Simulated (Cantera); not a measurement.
A Cantera script and what it prints.

```python
import numpy as np
import cantera as ct

gas_names = """
    AL ALH ALI ALI3 ALN ALO ALOH ALO2 ALO2H AL2 AL2I6 AL2O AL2O2 H HALO HI HNO HNO2 HNO3 HO2 H2 H2O H2O2
    I I2 N NH NH2 NH3 NH2OH NO NO2 NO3 N2 N2H2 N2H4 N2O O OH O2 O3
""".split()
cond_names = """
    AL(cr) AL(L) ALI3(s) ALI3(L) ALN(s) AL2O3(a) AL2O3(L) H2O(s) H2O(L) I2(cr) I2(L)
""".split()


# ... load() reads the species with a 1 bar reference pressure and builds the phases ...
atoms = {
    'AlI3': {'AL': 1, 'I': 3},
    'H2O': {'H': 2, 'O': 1},
    'H2': {'H': 2},
    'N2O': {'N': 2, 'O': 1},
}
top_T = {'ALN(s)': 2750}  # K; cautious upper limits of use, not melting points


# ... equilibrate(T, P, feed) seeds the gas with the atoms and calls Mixture.equilibrate('TP', solver="vcs", rtol=1e-11, max_steps=5000) ...
results = []
feed = {'AlI3': 1, 'H2O': 1.1, 'H2': 2.1, 'N2O': 25}  # mol
P = 1333.22  # Pa
for T in [1398, 1448, 1498, 1548, 1598, 1648, 1698, 1748, 1798, 1848, 1898, 1948, 1998, 2048]:
    mix = equilibrate(T, P, feed)
    results.append((T, P, feed, dict(zip(mix.species_names, mix.species_moles))))

top = {s: max(r[3][s] / sum(r[3][g] for g in gas_names) for r in results) for s in gas_names}
cols = sorted((s for s in top if top[s] > 1e-05), key=lambda s: -top[s])[:7]
seen = [c for c in cond_names if any(r[3].get(c, 0) > 1e-12 for r in results)]
print("log10 of partial pressures in bar; condensed amounts in mol")
print(f"{'T/K':>10s}" + "".join(f"{s[:9]:>10s}" for s in cols + seen))
for T, P, feed, n in results:
    ng = sum(n[g] for g in gas_names)
    print(f"{T:10.4g}" + "".join(f"{np.log10(max(n[s] / ng * P / 1e5, 1e-99)):10.3f}" for s in cols)
          + "".join(f"{n.get(c, 0):10.4g}" for c in seen))
```

It prints:

```
log10 of partial pressures in bar; condensed amounts in mol
       T/K        N2        O2       H2O         I        NO        OH         O  AL2O3(a)
      1398    -2.100    -2.468    -2.992    -3.022    -5.038    -5.964    -7.272       0.5
      1448    -2.100    -2.469    -2.993    -3.021    -4.920    -5.754    -6.944       0.5
      1498    -2.100    -2.469    -2.993    -3.021    -4.810    -5.558    -6.638       0.5
      1548    -2.100    -2.469    -2.993    -3.021    -4.708    -5.375    -6.352       0.5
      1598    -2.100    -2.470    -2.994    -3.021    -4.611    -5.204    -6.084       0.5
      1648    -2.100    -2.470    -2.994    -3.021    -4.521    -5.043    -5.832       0.5
      1698    -2.101    -2.471    -2.995    -3.021    -4.436    -4.891    -5.594       0.5
      1748    -2.101    -2.472    -2.997    -3.021    -4.356    -4.749    -5.371       0.5
      1798    -2.101    -2.473    -2.998    -3.021    -4.281    -4.615    -5.159       0.5
      1848    -2.102    -2.474    -3.001    -3.021    -4.209    -4.488    -4.960       0.5
      1898    -2.102    -2.476    -3.004    -3.021    -4.142    -4.369    -4.770       0.5
      1948    -2.103    -2.477    -3.007    -3.022    -4.079    -4.256    -4.591       0.5
      1998    -2.103    -2.480    -3.012    -3.022    -4.019    -4.150    -4.421       0.5
      2048    -2.104    -2.483    -3.018    -3.023    -3.963    -4.050    -4.260       0.5
```

Equilibrium computed with Cantera from the NASA thermochemical tables; the gas is ideal and each condensed phase is pure.
